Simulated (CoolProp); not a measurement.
Model: reference Helmholtz-energy equation of state, Lemmon 2004, in CoolProp. It is a short technical equation, of lower accuracy than the large ones.

Task: For n-dodecane, give the phase and the speed of sound (m/s), conductivity (mW/(m K)) at 470.7 K and 1.01 bar.

Result: 
- 470.7 K and 1.01 bar: liquid; speed of sound 693, conductivity 98.8

Thermal conductivity comes from a separate model (Huber 2004).
